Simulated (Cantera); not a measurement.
An isothermal, constant-pressure homogeneous reactor starts with NO : N₂ = 1 : 0.71 (molar parts), at 1775 K and 71000 Pa. Integrator tolerance rtol = 1e-08.

Cantera simulation using GRI-Mech 3.0 (53 species, 325 reactions); the numbers are that mechanism's predictions, not measurements.

Q: What does this change do: NO 1 to 0.53 parts?

A: 
| quantity | before | after |
|---|---|---|
| x(NO) at 10.0 s | 0.196 (gas-phase equilibrium 0.00426) | 0.175 (gas-phase equilibrium 0.00384) |
| x(N₂O) at 10.0 s | 1.48e-5 (gas-phase equilibrium 1.96e-7) | 1.21e-5 (gas-phase equilibrium 1.86e-7) |
| x(O) at 10.0 s | 5.08e-5 (gas-phase equilibrium 6.16e-5) | 4.10e-5 (gas-phase equilibrium 5.26e-5) |
| x(O₂) at 10.0 s | 0.194 (gas-phase equilibrium 0.290) | 0.126 (gas-phase equilibrium 0.212) |
| x(NO₂) at 10.0 s | 0.000419 (gas-phase equilibrium 1.11e-5) | 0.000303 (gas-phase equilibrium 8.57e-6) |
| x(N₂) at 10.0 s | 0.610 (gas-phase equilibrium 0.705) | 0.699 (gas-phase equilibrium 0.784) |

Q: What does this change do: pressure from 71000 Pa to 15000 Pa?

A: 
| quantity | before | after |
|---|---|---|
| x(NO) at 10.0 s | 0.196 (gas-phase equilibrium 0.00426) | 0.416 (gas-phase equilibrium 0.00426) |
| x(N₂O) at 10.0 s | 1.48e-5 (gas-phase equilibrium 1.96e-7) | 6.28e-5 (gas-phase equilibrium 9.00e-8) |
| x(O) at 10.0 s | 5.08e-5 (gas-phase equilibrium 6.16e-5) | 7.57e-5 (gas-phase equilibrium 0.000134) |
| x(O₂) at 10.0 s | 0.194 (gas-phase equilibrium 0.290) | 0.0839 (gas-phase equilibrium 0.290) |
| x(NO₂) at 10.0 s | 0.000419 (gas-phase equilibrium 1.11e-5) | 0.000269 (gas-phase equilibrium 5.12e-6) |
| x(N₂) at 10.0 s | 0.610 (gas-phase equilibrium 0.705) | 0.499 (gas-phase equilibrium 0.705) |
